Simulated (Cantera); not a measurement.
A Cantera script and its output.

```python
import numpy as np
import cantera as ct

gas = ct.Solution("gri30.yaml")
gas.TPX = 598, 230000, {'C3H8': 1, 'O2': 5.75, 'N2': 21.6}
flame = ct.FreeFlame(gas, width=0.022)
flame.set_refine_criteria(ratio=3, slope=0.08, curve=0.16)
flame.transport_model = "mixture-averaged"
flame.solve(loglevel=0, auto=True)
z, T = flame.grid, flame.T
thick = (T[-1] - T[0]) / np.gradient(T, z).max()
show = ['C3H8', 'O2', 'H2O2', 'CH3', 'HO2', 'N2O']
print(f"laminar burning velocity  {flame.velocity[0] * 100:.3f} cm/s")
print(f"burnt temperature         {T[-1]:.1f} K")
print(f"thermal thickness         {thick * 1e3:.4f} mm")
print(f"grid points               {len(z)}")
z0 = z[flame.heat_release_rate.argmax()]
print(f"{'z/mm':>9s}{'T/K':>9s}{'u/(m/s)':>9s}" + "".join(f"{s:>11s}" for s in show))
rows = []
for k in (-3, -2, -1.5, -1, -0.5, -0.25, 0, 0.25, 0.5, 1, 2, 4, 8):
    zz = z0 + k * thick
    rows.append([k * thick, np.interp(zz, z, T), np.interp(zz, z, flame.velocity),
                 *(np.interp(zz, z, flame.X[gas.species_index(s)]) for s in show)])
    print(f"{rows[-1][0] * 1e3:9.3f}{rows[-1][1]:9.1f}{rows[-1][2]:9.3f}" + "".join(f"{x:11.3e}" for x in rows[-1][3:]))
```

Output:

```
laminar burning velocity  119.343 cm/s
burnt temperature         2348.4 K
thermal thickness         0.1411 mm
grid points               143
     z/mm      T/K  u/(m/s)       C3H8         O2       H2O2        CH3        HO2        N2O
   -0.423    598.1    1.194  3.525e-02  2.027e-01  1.745e-08  2.949e-09  1.017e-07  1.074e-12
   -0.282    599.6    1.199  3.521e-02  2.023e-01  2.450e-07  3.684e-08  1.422e-06  2.212e-11
   -0.212    604.8    1.212  3.514e-02  2.014e-01  1.068e-06  1.777e-07  6.266e-06  1.261e-10
   -0.141    639.4    1.287  3.475e-02  1.975e-01  6.177e-06  2.190e-06  3.791e-05  1.153e-09
   -0.071    916.3    1.883  2.772e-02  1.693e-01  3.412e-05  2.241e-04  1.984e-04  1.696e-08
   -0.035   1289.2    2.718  1.189e-02  1.303e-01  3.978e-05  1.365e-03  3.750e-04  5.317e-08
    0.000   1684.6    3.623  5.632e-04  8.483e-02  3.787e-06  1.212e-03  2.751e-04  1.325e-07
    0.035   1867.7    4.021  8.939e-07  5.821e-02  7.678e-07  1.302e-04  4.792e-05  2.496e-07
    0.071   1935.3    4.148  2.108e-10  4.751e-02  6.000e-07  7.381e-06  2.161e-05  3.403e-07
    0.141   2016.9    4.291  2.150e-16  4.015e-02  4.735e-07  3.030e-08  1.490e-05  3.972e-07
    0.282   2113.1    4.464  2.564e-23  3.541e-02  3.410e-07  7.417e-12  9.800e-06  4.245e-07
    0.565   2207.2    4.635  1.807e-34  3.187e-02  2.421e-07  4.976e-16  5.950e-06  4.692e-07
    1.129   2280.8    4.766 -1.104e-40  2.902e-02  1.861e-07  8.890e-17  3.871e-06  4.960e-07
```

Detailed kinetics in Cantera: GRI-Mech 3.0 (53 species, 325 reactions). GRI-Mech 3.0 was tuned for natural gas; its chemistry of propane as a main component is partial and can be far from experiment. Burning velocities carry a grid error of a few per cent, more on coarse grids.
